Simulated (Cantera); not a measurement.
Input (Python, Cantera) and output of one run.

```python
import numpy as np
import cantera as ct

gas_names = """
    H HO2 H2 H2O H2O2 O OH O2 O3 Si SiH SiH2 SiH3 SiH4 SiO SiO2 Si2 Si3
""".split()
cond_names = """
    H2O(s) H2O(L) Si(cr) Si(L) SiO2(Lqz) SiO2(hqz) SiO2(L)
""".split()


# ... load() reads the species with a 1 bar reference pressure and builds the phases ...
atoms = {
    'SiH4': {'Si': 1, 'H': 4},
    'O2': {'O': 2},
    'H2': {'H': 2},
}
top_T = {}  # K; cautious upper limits of use, not melting points


# ... equilibrate(T, P, feed) seeds the gas with the atoms and calls Mixture.equilibrate('TP', solver="vcs", rtol=1e-11, max_steps=5000) ...
results = []
feed = {'SiH4': 1, 'O2': 6.1, 'H2': 12}  # mol
P = 100000  # Pa
for T in [875, 975, 1075, 1175, 1275, 1375, 1475, 1575, 1675, 1775, 1875, 1975]:
    mix = equilibrate(T, P, feed)
    results.append((T, P, feed, dict(zip(mix.species_names, mix.species_moles))))

top = {s: max(r[3][s] / sum(r[3][g] for g in gas_names) for r in results) for s in gas_names}
cols = sorted((s for s in top if top[s] > 1e-06), key=lambda s: -top[s])[:6]
seen = [c for c in cond_names if any(r[3].get(c, 0) > 1e-12 for r in results)]
print("log10 of partial pressures in bar; condensed amounts in mol")
print(f"{'T/K':>10s}" + "".join(f"{s[:9]:>10s}" for s in cols + seen))
for T, P, feed, n in results:
    ng = sum(n[g] for g in gas_names)
    print(f"{T:10.4g}" + "".join(f"{np.log10(max(n[s] / ng * P / 1e5, 1e-99)):10.3f}" for s in cols)
          + "".join(f"{n.get(c, 0):10.4g}" for c in seen))
```

Output:

```
log10 of partial pressures in bar; condensed amounts in mol
       T/K       H2O        H2         H        OH       SiO SiO2(hqz)   SiO2(L)
       875    -0.138    -0.566   -10.583   -13.289   -22.854         1         0
       975    -0.138    -0.566    -9.225   -11.537   -19.463         1         0
      1075    -0.138    -0.566    -8.117   -10.109   -16.715         1         0
      1175    -0.138    -0.566    -7.195    -8.923   -14.443         1         0
      1275    -0.138    -0.566    -6.416    -7.921   -12.536         1         0
      1375    -0.138    -0.566    -5.748    -7.064   -10.912         1         0
      1475    -0.138    -0.566    -5.170    -6.323    -9.514         1         0
      1575    -0.138    -0.566    -4.665    -5.675    -8.299         1         0
      1675    -0.138    -0.566    -4.218    -5.105    -7.233         1         0
      1775    -0.138    -0.566    -3.822    -4.598    -6.303         0         1
      1875    -0.138    -0.567    -3.467    -4.146    -5.479         0         1
      1975    -0.138    -0.567    -3.147    -3.739    -4.744         0    0.9997
```

Cantera equilibrium calculation (NASA polynomials, part measured and part estimated; ideal gas, pure solids and liquids). The tables hold silica as quartz up to 1696 K and as liquid above; real silica turns to tridymite and cristobalite and melts near 1996 K. Gases not in the tables: Si(OH)4.
